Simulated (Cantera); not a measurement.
A freely propagating, adiabatic, planar premixed flame of H2 : O2 : N2 = 1 : 0.5 : 2.05 (molar parts), equivalence ratio 1.0, unburnt at 475 K and 1.00 atm; mixture-averaged transport, grid criteria slope 0.08 and curve 0.16, no radiation.

Cantera simulation using the H2/O2 subset of GRI-Mech 3.0, which has no nitrogen chemistry; the numbers are that mechanism's predictions, not measurements. Burning velocities carry a grid error of a few per cent, more on coarse grids.

x: mole fraction of selected species; z is measured from the peak of heat release.

```
z (mm)  T (K)  u (m/s)    x H2    x O2      x OH       x O  x H2O2     x HO2
------  -----  -------  ------  ------  --------  --------  ------  --------
-1.29     475     4.48   0.282   0.141     <1e-8     <1e-8   <1e-8     <1e-8
-0.863    475     4.48   0.282   0.141     <1e-8     <1e-8   <1e-8     <1e-8
-0.647    475     4.48   0.282   0.141     <1e-8     <1e-8   <1e-8     <1e-8
-0.431    475     4.48   0.282   0.141     <1e-8     <1e-8   <1e-8   8.67e-8
-0.216    484     4.54   0.277   0.142   8.17e-6   1.70e-6     [?]  0.000111
-0.108    697     6.37   0.244   0.138  0.000841  0.000168     [?]  0.000274
0        1165     10.3   0.151   0.104   0.00269   0.00381     [?]   9.96e-5
0.108    1496     13.0  0.0671  0.0490   0.00821   0.00967     [?]   4.04e-5
0.216    1656     14.3  0.0457  0.0306    0.0116    0.0106     [?]   2.23e-5
0.431    1817     15.6  0.0413  0.0242    0.0140   0.00926     [?]   1.46e-5
0.863    1974     16.7  0.0384  0.0202    0.0150   0.00700     [?]   9.81e-6
1.73     2117     17.8  0.0334  0.0163    0.0147   0.00474     [?]   6.26e-6
3.45     2238     18.6  0.0273  0.0127    0.0131   0.00291     [?]   3.89e-6
```

Question: Fill in the missing entries.

Answer: 
- -0.216, x H2O2: 3.16e-6
- -0.108, x H2O2: 4.10e-5
- 0, x H2O2: 7.15e-6
- 0.108, x H2O2: 3.42e-6
- 0.216, x H2O2: 2.00e-6
- 0.431, x H2O2: 1.03e-6
- 0.863, x H2O2: 5.50e-7
- 1.73, x H2O2: 3.36e-7
- 3.45, x H2O2: 2.34e-7
